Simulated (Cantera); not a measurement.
Feed: 1 mol Si, 15 mol HCl, equilibrated at 1052 °C and 0.0100 bar.

These are equilibrium values from Cantera (NASA tables, ideal gas, pure condensed phases), not measurements of a reactor. Candidate condensed phases: Si; 19 gas species. The tables' values for SiCl3 are old estimates; treat these amounts as uncertain. Kinetics and transport are ignored.

Base state: HCl 0.793, H2 0.136, SiCl4 0.0616, SiCl3 0.00586, SiCl2 0.00303, SiHCl3 0.000538, Cl 2.95e-5 (mole fractions); condensed: gas only.

Question: What changes in the equilibrium state with this change: pressure from 0.0100 bar to 1.00 bar?

Answer: 
```csv
species,before,after
HCl,0.793,0.787
H2,0.136,0.142
SiCl4,0.0616,0.0700
SiCl2,0.00303,3.67e-5
Cl,2.95e-5,2.86e-6
SiCl3,0.00586,0.000688
SiHCl3,0.000538,0.000646
```
